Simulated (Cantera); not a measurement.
Feed: 1 mol MgO, 2.8 mol HCl, a varied amount of O₂, at 1798.15 K and 2.70 Pa.

Equilibrium computed with Cantera from the NASA thermochemical tables; the gas is ideal and each condensed phase is pure. Candidate condensed phases: H₂O, Mg, MgCl₂, MgO, Mg(OH)₂; 22 gas species. Equilibrium is a limit: real reactors are often held back by kinetics, nucleation or transport.

Task: What share of the Mg ends up in condensed phases as a function of n(O₂) (mol), at 0.14, 0.24, 0.42, 0.74, 1.3, 2.3, 4, 7, 12?

Result: 
```json
[
 {"n(O₂) (mol)": "0.14", "Mg condensed (%)": "76.5", "as": "MgO(s)"},
 {"n(O₂) (mol)": "0.24", "Mg condensed (%)": "81.0", "as": "MgO(s)"},
 {"n(O₂) (mol)": "0.42", "Mg condensed (%)": "84.8", "as": "MgO(s)"},
 {"n(O₂) (mol)": "0.74", "Mg condensed (%)": "87.7", "as": "MgO(s)"},
 {"n(O₂) (mol)": "1.3", "Mg condensed (%)": "90.0", "as": "MgO(s)"},
 {"n(O₂) (mol)": "2.3", "Mg condensed (%)": "92.0", "as": "MgO(s)"},
 {"n(O₂) (mol)": "4", "Mg condensed (%)": "93.6", "as": "MgO(s)"},
 {"n(O₂) (mol)": "7", "Mg condensed (%)": "95.1", "as": "MgO(s)"},
 {"n(O₂) (mol)": "12", "Mg condensed (%)": "96.2", "as": "MgO(s)"}
]
```
